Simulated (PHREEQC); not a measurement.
Solution (45 °C): 0.0015 mol NH3, 1.1e-06 mol H4SiO4 and 0.053 mol Na2CO3 per kg of water. Closed to the air; pH follows from the charge balance.

Computed with PHREEQC (ion-association model, phreeqc.dat).

```json
[
 {"quantity": "pH", "before": "10.74", "after": "10.62"},
 {"quantity": "ionic strength (mol/kgw)", "before": "0.0977", "after": "0.0978"},
 {"quantity": "Na+ (mol/kgw)", "before": "0.0768", "after": "0.0772"},
 {"quantity": "NaCO3- (mol/kgw)", "before": "0.0291", "after": "0.0287"},
 {"quantity": "CO3-2 (mol/kgw)", "before": "0.0209", "after": "0.0205"},
 {"quantity": "HCO3- (mol/kgw)", "before": "0.00286", "after": "0.00368"},
 {"quantity": "SI of Quartz (SiO2)", "before": "-3.58", "after": "-3.46"}
]
```

**Question.** Which change was made?
(A) Na2CO3 from 0.053 to 0.0477 mol/kgw
(B) NH3 replaced by NH4HS at the same molality
(C) 0.097 mol/kgw NaHCO3 added
(D) diluted 100-fold with water
(E) NH3 left out

**Answer.** B, NH3 replaced by NH4HS at the same molality

Precipitation was switched off in this run. At this temperature some constants are extrapolated from 25 °C, and those without enthalpy data are left unchanged.
